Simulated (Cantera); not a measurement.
Cantera with NASA thermochemical tables; ideal gases at 1 bar, condensed phases pure. Values are per mole of reaction as written; species without (g) are pure solids or liquids, kept so even where they would boil at 1 bar.

8 Ti₃O₅ + 2 NO(g) ⇌ 6 Ti₄O₇ + N₂(g)

```csv
T (K),ΔH° (kJ),ΔS° (J/K),ΔG° (kJ),log10 K
875,[?],[?],[?],[?]
975,[?],[?],[?],[?]
1075,-1003.8,-263.5,-720.6,35.01
1175,[?],[?],[?],[?]
1275,-999.4,-259.6,-668.4,27.38
1375,-1000.9,-260.7,-642.4,24.40
1475,-1005.0,-263.6,-616.2,21.82
1575,-1011.9,-268.1,-589.6,19.55
```

Problem. Complete the blanks.

Solution. 
- 875, ΔH° (kJ): -1016.7
- 875, ΔS° (J/K): -276.9
- 875, ΔG° (kJ): -774.4
- 875, log10 K: 46.23
- 975, ΔH° (kJ): -1009.3
- 975, ΔS° (J/K): -268.9
- 975, ΔG° (kJ): -747.2
- 975, log10 K: 40.03
- 1175, ΔH° (kJ): -1000.4
- 1175, ΔS° (J/K): -260.5
- 1175, ΔG° (kJ): -694.4
- 1175, log10 K: 30.87
